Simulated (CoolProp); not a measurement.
Vapour-liquid equilibrium of CH2F2 (R32) (1) + methanol (2) at 262.6 K; x and y are mole fractions of (1).

Computed with CoolProp (multi-fluid Helmholtz-energy mixture model, Tillner-Roth 1997 and de Reuck 1993; pair parameters Bell 2016).

| x | bubble pressure, mixture model (MPa) | bubble pressure, Raoult's law (MPa) | y, mixture model | y, Raoult's law |
|---|---|---|---|---|
| 0.05 | 0.1027 | 0.03050 | 0.980 | 0.937 |
| 0.15 | 0.2564 | 0.08746 | ___ | 0.980 |
| 0.25 | 0.3538 | 0.1444 | 0.994 | 0.989 |
| 0.35 | 0.4091 | 0.2014 | ___ | 0.993 |
| 0.45 | 0.4375 | 0.2583 | 0.996 | 0.996 |
| 0.55 | 0.4520 | 0.3153 | 0.996 | 0.997 |
| 0.65 | ___ | 0.3722 | 0.996 | 0.998 |
| 0.75 | 0.4773 | 0.4292 | 0.996 | 0.999 |
| 0.85 | ___ | 0.4862 | 0.997 | 0.999 |
| 0.95 | ___ | 0.5431 | 0.999 | 1.000 |

Problem. Complete the blanks.

Solution. 
- 0.15, y, mixture model: 0.992
- 0.35, y, mixture model: 0.995
- 0.65, bubble pressure, mixture model (MPa): 0.4627
- 0.85, bubble pressure, mixture model (MPa): 0.5019
- 0.95, bubble pressure, mixture model (MPa): 0.5428

The largest gap from Raoult's law is +236.7 % in bubble pressure, at x = 0.05. No azeotrope shows between x = 0.05 and 0.95.

The pair parameters rest on a limited set of measurements; away from them the model extrapolates. With so large a gap from Raoult's law the liquid may split in two, which this calculation doesn't test in full.
